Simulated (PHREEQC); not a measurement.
# Acid rinse or clean: an equilibrium model

Dissolve 0.028 mol/kgw H2SO4 at 85 °C. Closed to the air; pH follows from the charge balance.

The numbers come from PHREEQC with the ion-association model, wateq4f.dat.

This is a speciation only: nothing precipitates in the calculation.

Task: Estimate the pH, ionic strength.

Result: pH 1.57; ionic strength 0.0350 mol/kgw.

Task: In which forms is S present?

Result: HSO4- 88 %, SO4-2 12 % of the S.

Complexes and solids missing from the database can't appear. Away from 25 °C the constants follow the database's enthalpies or fits; those with neither stay at their 25 °C values.
